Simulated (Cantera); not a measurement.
What does this Cantera script print?

```python
import numpy as np
import cantera as ct

gas = ct.Solution("gri30.yaml")
gas.TPX = 1200, 71000, {'CH4': 1, 'H2': 0.079, 'O2': 1.36, 'N2': 5.11}
reactor = ct.IdealGasConstPressureReactor(gas, energy="on", clone=False)
net = ct.ReactorNet([reactor])
net.rtol, net.atol = 1e-08, 1e-16
show = ['CH4', 'H2', 'O2', 'CH2', 'NO2']
times = np.geomspace(8e-06, 3, 14)

steps = ct.SolutionArray(gas, extra=["t"])
rows = []
print(f"{'t/s':>10s}{'T/K':>9s}{'P/Pa':>11s}" + "".join(f"{s:>11s}" for s in show))
for t in times:
    while net.time < t:
        t_next = net.step()
        steps.append(gas.state, t=t_next)
    rows.append([np.interp(t, steps.t, y) for y in (steps.T, steps.P, *steps(*show).X.T)])
    print(f"{t:10.3e}{rows[-1][0]:9.1f}{rows[-1][1]:11.4g}" + "".join(f"{x:11.3e}" for x in rows[-1][2:]))
rate = np.gradient(steps.T, steps.t)
print("integrator steps:", len(steps.t))
if steps.T.max() > steps.T[0] + 200:
    print(f"time of steepest temperature rise: {steps.t[rate.argmax()]:.4e} s")
gas.TPX = 1200, 71000, {'CH4': 1, 'H2': 0.079, 'O2': 1.36, 'N2': 5.11}
gas.equilibrate("HP")
print(f"equilibrium (HP): T = {gas.T:.1f} K  " + "  ".join(f"{s} {gas[s].X[0]:.3e}" for s in show))
```

Output:

```
       t/s      T/K       P/Pa        CH4         H2         O2        CH2        NO2
 8.000e-06   1200.0    7.1e+04  1.325e-01  1.046e-02  1.802e-01  2.245e-18  7.726e-28
 2.147e-05   1200.0    7.1e+04  1.325e-01  1.046e-02  1.802e-01  9.900e-18  2.427e-26
 5.763e-05   1200.0    7.1e+04  1.325e-01  1.046e-02  1.802e-01  5.785e-17  7.163e-25
 1.547e-04   1200.0    7.1e+04  1.325e-01  1.046e-02  1.802e-01  4.758e-16  2.486e-23
 4.151e-04   1200.0    7.1e+04  1.325e-01  1.046e-02  1.802e-01  6.719e-15  1.169e-21
 1.114e-03   1200.0    7.1e+04  1.325e-01  1.046e-02  1.802e-01  2.747e-13  8.989e-20
 2.990e-03   1200.4    7.1e+04  1.324e-01  1.045e-02  1.801e-01  9.708e-12  1.477e-17
 8.026e-03   1202.9    7.1e+04  1.319e-01  1.037e-02  1.798e-01  1.731e-11  8.901e-16
 2.154e-02   1218.1    7.1e+04  1.290e-01  1.047e-02  1.778e-01  8.191e-11  3.636e-14
 5.781e-02   2536.1    7.1e+04  3.004e-13  7.501e-02  3.641e-04  1.553e-13  2.604e-08
 1.552e-01   2535.9    7.1e+04  3.010e-13  7.503e-02  3.632e-04  1.553e-13  2.710e-08
 4.165e-01   2535.9    7.1e+04  3.010e-13  7.503e-02  3.632e-04  1.553e-13  2.710e-08
 1.118e+00   2535.9    7.1e+04  3.010e-13  7.503e-02  3.632e-04  1.553e-13  2.710e-08
 3.000e+00   2535.9    7.1e+04  3.010e-13  7.503e-02  3.632e-04  1.553e-13  2.710e-08
integrator steps: 2456
time of steepest temperature rise: 3.3618e-02 s
equilibrium (HP): T = 2535.9 K  CH4 3.478e-13  H2 7.503e-02  O2 3.632e-04  CH2 1.660e-13  NO2 2.710e-08
```

Detailed kinetics in Cantera: GRI-Mech 3.0 (53 species, 325 reactions).
